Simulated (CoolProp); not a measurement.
CH3F (R41) along the isotherm 349 K: Z from the reference equation and from simpler models built on Tc = 317.3 K, pc = 5.906 MPa, ω = 0.200; each cubic takes its own stable root.

Model: reference Helmholtz-energy equation of state, Lemmon 2006, in CoolProp. It is a short technical equation, of lower accuracy than the large ones.

```json
[
 {"p (MPa)": "0.369", "phase": "gas", "reference": "0.9819"},
 {"p (MPa)": "0.738", "phase": "gas", "reference": "0.9636"},
 {"p (MPa)": "1.11", "phase": "gas", "reference": "0.9449"},
 {"p (MPa)": "1.48", "phase": "gas", "reference": "0.9260"},
 {"p (MPa)": "1.85", "phase": "gas", "reference": "0.9068"},
 {"p (MPa)": "2.21", "phase": "gas", "reference": "0.8879"},
 {"p (MPa)": "2.58", "phase": "gas", "reference": "0.8681"},
 {"p (MPa)": "2.95", "phase": "gas", "reference": "0.8480"}
]
```

How far does each simpler model (Pitzer virial, van der Waals, Redlich-Kwong, Soave-Redlich-Kwong, Peng-Robinson) lie from the reference over these 8 states: mean and median of the absolute difference, and the worst?


- Pitzer virial: mean 1.6 %, median 1.4 %, worst +3.2 % at 349 K and 2.95 MPa
- van der Waals: mean 1.5 %, median 1.5 %, worst +2.5 % at 349 K and 2.95 MPa
- Redlich-Kwong: mean 0.9 %, median 0.9 %, worst +1.5 % at 349 K and 2.95 MPa
- Soave-Redlich-Kwong: mean 1.2 %, median 1.2 %, worst +2.3 % at 349 K and 2.95 MPa
- Peng-Robinson: mean 0.2 %, median 0.2 %, worst +0.4 % at 349 K and 2.95 MPa
